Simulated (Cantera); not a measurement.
Input: 1 mol CS₂, 0.023 mol O₂, equilibrated at 1848 K and 62.0 mbar.

Cantera equilibrium calculation (NASA polynomials, part measured and part estimated; ideal gas, pure solids and liquids). Candidate condensed phases: C, S; 22 gas species. Rates play no part.

Base state: CS₂ 0.729, S₂ 0.164, CS 0.0625, CO 0.0424, S 0.00176, COS 0.000140 (mole fractions); condensed: C(graphite).

What changes in the equilibrium state with this change: O₂ from 0.023 to 1.2 mol?


```
species             before    after
----------------  --------  -------
S₂                   0.164    0.311
CO                  0.0424    0.279
SO₂                  <1e-9    0.207
CS₂                  0.729  2.36e-6
CO₂                6.30e-9    0.159
SO                 6.91e-9   0.0365
CS                  0.0625  1.47e-7
S₂O                  <1e-9  0.00444
COS               0.000140  0.00126
C(graphite), mol    0.0986        0
```

What changes in the equilibrium state with this change: CS₂ replaced by HCl?


```csv
species,before,after
HCl,0,0.877
Cl,0,0.0773
H₂O,0,0.0405
CS₂,0.729,0
S₂,0.164,0
CS,0.0625,0
CO,0.0424,0
Cl₂,0,0.00239
S,0.00176,0
O₂,<1e-9,0.00161
OH,0,0.000345
H₂,0,0.000337
"C(graphite), mol",0.0986,0
```
Further candidate phases: H₂O.

What changes in the equilibrium state with this change: pressure from 62.0 mbar to 1.33 mbar?


```csv
species,before,after
CS₂,0.729,0.495
CS,0.0625,0.282
S₂,0.164,0.172
S,0.00176,0.0123
CO,0.0424,0.0375
COS,0.000140,1.85e-5
"C(graphite), mol",0.0986,0
```
